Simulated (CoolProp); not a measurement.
Properties of methanol along the isotherm 620 K.

The numbers come from the reference Helmholtz-energy equation of state, de Reuck 1993 in CoolProp.

| p (kPa) | phase | expansivity (1/kK) | Prandtl number | fugacity coefficient |
|---|---|---|---|---|
| 1470 | gas | 1.741 | 0.798 | 0.9707 |
| 2930 | gas | 1.913 | 0.814 | 0.9416 |
| 4400 | gas | 2.132 | 0.836 | 0.9127 |
| 5870 | gas | 2.396 | 0.864 | 0.8845 |
| 7340 | gas | 2.710 | 0.898 | 0.8570 |
| 8800 | supercritical | 3.097 | 0.940 | 0.8307 |
| 10300 | supercritical | 3.592 | 0.995 | 0.8047 |
| 11700 | supercritical | 4.091 | 1.06 | 0.7811 |
| 13200 | supercritical | 4.605 | 1.13 | 0.7568 |
| 14700 | supercritical | 5.279 | 1.21 | 0.7336 |
| 16100 | supercritical | 6.124 | 1.32 | 0.7128 |
| 17600 | supercritical | 6.967 | 1.44 | 0.6913 |
| 19100 | supercritical | 7.734 | 1.55 | 0.6706 |
| 20500 | supercritical | 8.389 | 1.64 | 0.6521 |

Viscosity comes from a separate model (Xiang 2006). Thermal conductivity comes from a separate model (Sykioti 2013).
